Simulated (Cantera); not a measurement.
Feed: 1 mol C₆H₆, 0.24 mol CO₂, 0.43 mol H₂, 0.55 mol NH₃, at 502 °C and 3500000 Pa.

Equilibrium computed with Cantera from the NASA thermochemical tables; the gas is ideal and each condensed phase is pure. Candidate condensed phases: C, C₆H₆, C₇H₈, C₈H₁₈, H₂O; 136 gas species. The ideal-gas law is rough above about 30 bar. Rates play no part.

Base state: CH₄ 0.641, H₂O 0.155, N₂ 0.0985, H₂ 0.0946, CO₂ 0.00856, NH₃ 0.00124, CO 0.00104, C₂H₆ 6.14e-5 (mole fractions); condensed: C(graphite).

What changes in the equilibrium state with this change: temperature from 502 °C to 1052 °C?


| species | before | after |
|---|---|---|
| H₂ | 0.0946 | 0.711 |
| CH₄ | 0.641 | 0.119 |
| CO | 0.00104 | 0.0905 |
| H₂O | 0.155 | 0.0162 |
| N₂ | 0.0985 | 0.0621 |
| HCN | 4.73e-9 | 5.48e-5 |
| C₂H₄ | 4.64e-8 | 3.12e-5 |
| C(graphite), mol | 4.43 | 5.31 |
